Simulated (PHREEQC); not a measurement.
Silver or lead bath: speciation

Consider water at 20 °C with 0.21 mol AgF, 0.028 mol HNO3 and 0.001 mol Cu(NO3)2 per kg of water. Closed to the air; pH follows from the charge balance.

Model: ion-association model, wateq4f.dat, run in PHREEQC.

Each row changes one thing in this solution. No solid was allowed to form.

```
case                                                 pH  ionic strength (mol/kgw)  Ag+ (mol/kgw)  F- (mol/kgw)  AgF (mol/kgw)  NO3- (mol/kgw)  SI of Ag2O (Ag2O)
-------------------------------------------  ----------  ------------------------  -------------  ------------  -------------  --------------  -----------------
as made                                            3.90                     0.179          0.177         0.141         0.0320          0.0287              -6.67
Cu(NO3)2 from 0.001 to 0.0009 mol/kgw              3.90                     0.179          0.177         0.141         0.0320          0.0285              -6.67
HNO3 replaced by AgNO3 at the same molality  (withheld)                     0.197          0.195    (withheld)         0.0414          0.0286              -1.48
Cu(NO3)2 left out                                  3.90                     0.177          0.177         0.141     (withheld)          0.0268              -6.67
diluted 2-fold with water                          3.89                    0.0953         0.0939        0.0774         0.0106          0.0146              -7.19
HNO3 from 0.028 to 0.042 mol/kgw                   3.67                     0.181          0.179         0.127         0.0291          0.0420              -7.11
```

Question: Complete the blanks.

Answer: 
- HNO3 replaced by AgNO3 at the same molality, pH: 6.45
- HNO3 replaced by AgNO3 at the same molality, F- (mol/kgw): 0.168
- Cu(NO3)2 left out, AgF (mol/kgw): 0.0321

Some of these states are supersaturated (in Cu(OH)2, Cu2(OH)3NO3, for instance).
